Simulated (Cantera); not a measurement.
A freely propagating, adiabatic, planar premixed flame of CH4 : O2 : N2 = 1 : 2.47 : 9.28 (molar parts), unburnt at 700 K and 3.10 bar; mixture-averaged transport, grid criteria slope 0.08 and curve 0.16, no radiation.

Detailed kinetics in Cantera: GRI-Mech 3.0 (53 species, 325 reactions). Burning velocities carry a grid error of a few per cent, more on coarse grids.

Q: How do the results move with these cheaper or finer settings: unity-Lewis-number transport; multicomponent transport; multicomponent+Soret transport; grid criteria slope 0.5, curve 1; grid criteria slope 0.25, curve 0.5; grid criteria slope 0.03, curve 0.06?

A: 
```json
[
 {"setting": "as above", "laminar burning velocity": "106 cm/s", "thermal thickness": "0.138 mm", "peak x(H2)": "0.0109", "peak x(O)": "0.00362", "grid points": "137"},
 {"setting": "unity-Lewis-number transport", "laminar burning velocity": "91.3 cm/s", "thermal thickness": "0.137 mm", "peak x(H2)": "0.0117", "peak x(O)": "0.00415", "grid points": "128"},
 {"setting": "multicomponent transport", "laminar burning velocity": "107 cm/s", "thermal thickness": "0.139 mm", "peak x(H2)": "0.0110", "peak x(O)": "0.00364", "grid points": "137"},
 {"setting": "multicomponent+Soret transport", "laminar burning velocity": "105 cm/s", "thermal thickness": "0.140 mm", "peak x(H2)": "0.0103", "peak x(O)": "0.00364", "grid points": "137"},
 {"setting": "grid criteria slope 0.5, curve 1", "laminar burning velocity": "115 cm/s", "thermal thickness": "0.151 mm", "peak x(H2)": "0.0110", "peak x(O)": "0.00370", "grid points": "37"},
 {"setting": "grid criteria slope 0.25, curve 0.5", "laminar burning velocity": "111 cm/s", "thermal thickness": "0.143 mm", "peak x(H2)": "0.0109", "peak x(O)": "0.00370", "grid points": "53"},
 {"setting": "grid criteria slope 0.03, curve 0.06", "laminar burning velocity": "104 cm/s", "thermal thickness": "0.137 mm", "peak x(H2)": "0.0108", "peak x(O)": "0.00359", "grid points": "329"}
]
```
The base run took roughly 9 core-seconds.
Unity Lewis numbers drop preferential diffusion, which matters most where H2 and H carry the flame; Soret adds thermal diffusion.
